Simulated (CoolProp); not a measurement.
A single-stage vapour-compression cycle with ethylene: evaporating at 198.15 K (dew point), condensing at 234.15 K (bubble point), superheat 8 K, subcooling 8 K, compressor efficiency 0.75, no pressure losses. Each further row changes one setting.

Model: reference Helmholtz-energy equation of state, Smukala 2000, in CoolProp.

```json
[
 {"case": "as stated", "cooling COP": "3.44", "pressure ratio": "3.55", "discharge temperature (K)": "293.0", "refrigerating effect (kJ/kg)": "374", "volumetric capacity (kJ/m³)": "2800"},
 {"case": "evaporating temperature 203.15 K", "cooling COP": "4.19", "pressure ratio": "2.89", "discharge temperature (K)": "284.2", "refrigerating effect (kJ/kg)": "___", "volumetric capacity (kJ/m³)": "3430"},
 {"case": "condensing temperature 229.15 K", "cooling COP": "___", "pressure ratio": "___", "discharge temperature (K)": "___", "refrigerating effect (kJ/kg)": "387", "volumetric capacity (kJ/m³)": "2900"},
 {"case": "subcooling 13 K", "cooling COP": "___", "pressure ratio": "3.55", "discharge temperature (K)": "293.0", "refrigerating effect (kJ/kg)": "387", "volumetric capacity (kJ/m³)": "2900"},
 {"case": "superheat 18 K", "cooling COP": "3.37", "pressure ratio": "3.55", "discharge temperature (K)": "305.2", "refrigerating effect (kJ/kg)": "388", "volumetric capacity (kJ/m³)": "2740"},
 {"case": "compressor efficiency 0.65", "cooling COP": "___", "pressure ratio": "3.55", "discharge temperature (K)": "___", "refrigerating effect (kJ/kg)": "374", "volumetric capacity (kJ/m³)": "2800"}
]
```

Problem. What belongs in the gaps?

Solution. 
- evaporating temperature 203.15 K, refrigerating effect (kJ/kg): 377
- condensing temperature 229.15 K, cooling COP: 4.11
- condensing temperature 229.15 K, pressure ratio: 3.05
- condensing temperature 229.15 K, discharge temperature (K): 281.9
- subcooling 13 K, cooling COP: 3.56
- compressor efficiency 0.65, cooling COP: 2.98
- compressor efficiency 0.65, discharge temperature (K): 302.7
